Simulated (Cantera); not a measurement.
A closed system holds: 1 mol Ti, a varied amount of C3H8, at 1523.15 K and 21000 Pa.

Equilibrium computed with Cantera from the NASA thermochemical tables; the gas is ideal and each condensed phase is pure. Candidate condensed phases: C, C6H6, C7H8, C8H18, Ti, TiC; 77 gas species. TiC: taken at fixed stoichiometry. Equilibrium is a limit: real reactors are often held back by kinetics, nucleation or transport.

### Question
At 0.42 mol C3H8, list the 4 most abundant gas species with their mole fractions, and the condensed phases.

### Answer
H2 0.999, CH4 0.000483, H 5.05e-5, C2H2 (acetylene) 1.18e-5. Condensed: C(graphite) + TiC(s).
